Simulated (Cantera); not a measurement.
Cantera run:

```python
import numpy as np
import cantera as ct

gas_names = """
    CL CL2 H HCL H2 N NH NH2 NH3 N2 N2H2 N2H4 Si SiCL SiCL2 SiCL3 SiCL4 SiH SiHCL3 SiH2 SiH2CL2 SiH3
    SiH3CL SiH4 SiN Si2 Si2N Si3
""".split()
cond_names = """
    NH4CL(a) NH4CL(b) Si(cr) Si(L) Si3N4(a)
""".split()


# ... load() reads the species with a 1 bar reference pressure and builds the phases ...
atoms = {
    'Si2Cl6': {'Si': 2, 'CL': 6},
    'NH3': {'N': 1, 'H': 3},
    'H2': {'H': 2},
}
top_T = {'Si3N4(a)': 2400}  # K; cautious upper limits of use, not melting points


# ... equilibrate(T, P, feed) seeds the gas with the atoms and calls Mixture.equilibrate('TP', solver="vcs", rtol=1e-11, max_steps=5000) ...
results = []
feed = {'Si2Cl6': 1, 'NH3': 20, 'H2': 0.89}  # mol
T = 750  # K
for P in [5, 26, 140, 710, 3700, 19000, 100000]:
    mix = equilibrate(T, P, feed)
    results.append((T, P, feed, dict(zip(mix.species_names, mix.species_moles))))
    x = sorted(zip(gas.X, gas.species_names), reverse=True)
    print(f"T = {T:g} K  P = {P:g} Pa  gas = {mix.phase_moles(0):.4g} mol")
    print("   x: " + "  ".join(f"{s} {v:.3e}" for v, s in x if v > 1e-06))
    print("   condensed (mol): " + ("  ".join(f"{mix.phase(i).name} {mix.phase_moles(i):.4g}"
          for i in range(1, mix.n_phases) if mix.phase_moles(i) > 1e-12) or "none"))
```

Result:

```
T = 750 K  P = 5 Pa  gas = 42.55 mol
   x: H2 6.556e-01  N2 2.037e-01  HCL 1.405e-01  SiCL4 1.173e-04
   condensed (mol): Si3N4(a) 0.665
T = 750 K  P = 26 Pa  gas = 42.55 mol
   x: H2 6.558e-01  N2 2.038e-01  HCL 1.402e-01  SiCL4 2.011e-04
   condensed (mol): Si3N4(a) 0.6638
T = 750 K  P = 140 Pa  gas = 42.55 mol
   x: H2 6.561e-01  N2 2.039e-01  HCL 1.396e-01  SiCL4 3.462e-04  NH3 1.716e-06
   condensed (mol): Si3N4(a) 0.6617
T = 750 K  P = 710 Pa  gas = 42.55 mol
   x: H2 6.566e-01  N2 2.041e-01  HCL 1.387e-01  SiCL4 5.782e-04  NH3 8.718e-06  SiHCL3 1.239e-06
   condensed (mol): Si3N4(a) 0.6584
T = 750 K  P = 3700 Pa  gas = 42.54 mol
   x: H2 6.574e-01  N2 2.043e-01  HCL 1.372e-01  SiCL4 9.567e-04  NH3 4.555e-05  SiHCL3 2.075e-06
   condensed (mol): Si3N4(a) 0.6531
T = 750 K  P = 19000 Pa  gas = 42.52 mol
   x: H2 6.586e-01  N2 2.047e-01  HCL 1.349e-01  SiCL4 1.537e-03  NH3 2.347e-04  SiHCL3 3.395e-06
   condensed (mol): Si3N4(a) 0.6448
T = 750 K  P = 100000 Pa  gas = 42.47 mol
   x: H2 6.597e-01  N2 2.051e-01  HCL 1.316e-01  SiCL4 2.410e-03  NH3 1.239e-03  SiHCL3 5.465e-06
   condensed (mol): Si3N4(a) 0.6325
```

Cantera equilibrium calculation (NASA polynomials, part measured and part estimated; ideal gas, pure solids and liquids). The feed counts by its element totals alone.
